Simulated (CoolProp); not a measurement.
Hexamethyldisiloxane (MM) along the isobar 6.97 MPa: density (kg/m³) from the reference equation and from simpler models built on Tc = 245.6 °C, pc = 1.931 MPa, ω = 0.418; each cubic takes its own stable root.

Values from CoolProp's reference Helmholtz-energy equation of state, Thol 2016.

| T (°C) | phase | reference | Redlich-Kwong | Soave-Redlich-Kwong | Peng-Robinson |
|---|---|---|---|---|---|
| 222.25 | liquid | 551.0 | 508.1 | 516.5 | 577.7 |
| 232.65 | liquid | 536.8 | 496.1 | 501.0 | 559.4 |
| 243.05 | liquid | 522.0 | 484.0 | 485.0 | 540.4 |
| 253.35 | supercritical | 507.0 | 471.8 | 468.7 | 520.9 |
| 263.75 | supercritical | 491.3 | 459.4 | 451.7 | 500.7 |
| 274.15 | supercritical | 475.0 | 446.7 | 434.3 | 480.0 |
| 284.55 | supercritical | 458.3 | 434.0 | 416.7 | 459.0 |
| 294.95 | supercritical | 441.0 | 421.1 | 399.0 | 437.9 |
| 305.35 | supercritical | 423.3 | 408.2 | 381.4 | 417.0 |
| 315.65 | supercritical | 405.5 | 395.5 | 364.1 | 396.7 |
| 326.05 | supercritical | 387.4 | 382.7 | 347.2 | 376.9 |
| 336.45 | supercritical | 369.4 | 370.0 | 331.0 | 358.1 |
| 346.85 | supercritical | 351.7 | 357.5 | 315.6 | 340.4 |
